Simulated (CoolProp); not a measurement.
The fluid at 298.15 K and 3.71 MPa expands adiabatically to 0.916 MPa with isentropic efficiency 0.7. The same conditions are run with several fluids, on thermodynamics alone (safety and materials aside).

Computed with CoolProp (reference Helmholtz-energy equation of state of each fluid (carbon dioxide: Span 1996; CF4 (R14): Platzer 1990; methane: Setzmann 1991; fluorine: de Reuck 1990; dry air: Lemmon 2000)). The equations of Platzer and Polt are older, rougher fits. Blends and air are pseudo-pure fits.

Rank carbon dioxide, CF4 (R14), methane, fluorine, dry air by work (kJ/kg), highest first.

methane (120), dry air (67.6), fluorine (52.0), carbon dioxide (38.1), CF4 (R14) (21.9)

```csv
fluid,final temperature (K),final phase,final density (kg/m³)
carbon dioxide,230.7,"two-phase, vapour fraction 0.975",24.5
CF4 (R14),249.3,gas,41.5
methane,232.1,gas,7.91
fluorine,229.5,gas,18.5
dry air,226.2,gas,14.3
```
